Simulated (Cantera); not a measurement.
Input: 1 mol Mg(OH)₂, a varied amount of H₂, 0.06 mol O₂, held at 2075 K and 2100 Pa.

Equilibrium computed with Cantera from the NASA thermochemical tables; the gas is ideal and each condensed phase is pure. Candidate condensed phases: H₂O, Mg, MgO, Mg(OH)₂; 15 gas species. The numbers say what is thermodynamically allowed, not how fast it happens.

x: gas mole fraction; n: condensed amount in mol.

```tsv
n(H₂) (mol)	x H₂O	x H₂	x O₂	x OH	x H	x O	x Mg	n MgO(s)
0.067	0.933	0.0187	0.0296	0.0143	0.00251	0.00138	4.06e-5	1.000
0.11	0.942	[?]	[?]	[?]	[?]	[?]	[?]	1.000
0.16	0.935	[?]	[?]	[?]	[?]	[?]	[?]	1.000
0.2	0.914	0.0713	0.00194	0.00718	0.00491	0.000355	0.000158	1.000
0.24	0.889	0.0981	0.000970	0.00595	0.00576	0.000251	0.000224	1.000
0.29	0.856	0.131	0.000506	0.00497	0.00665	0.000181	0.000311	0.999
0.33	0.832	0.156	0.000337	0.00442	0.00726	0.000148	0.000381	0.999
0.38	0.802	0.185	0.000222	0.00391	0.00791	0.000120	0.000469	0.999
```

**Question.** What belongs in the gaps?

**Answer.** 
- 0.16, x H₂: 0.0466
- 0.16, x O₂: 0.00476
- 0.16, x OH: 0.00909
- 0.16, x H: 0.00397
- 0.16, x O: 0.000555
- 0.16, x Mg: 0.000101
- 0.11, x H₂: 0.0265
- 0.11, x O₂: 0.0149
- 0.11, x OH: 0.0121
- 0.11, x H: 0.00299
- 0.11, x O: 0.000982
- 0.11, x Mg: 5.72e-5
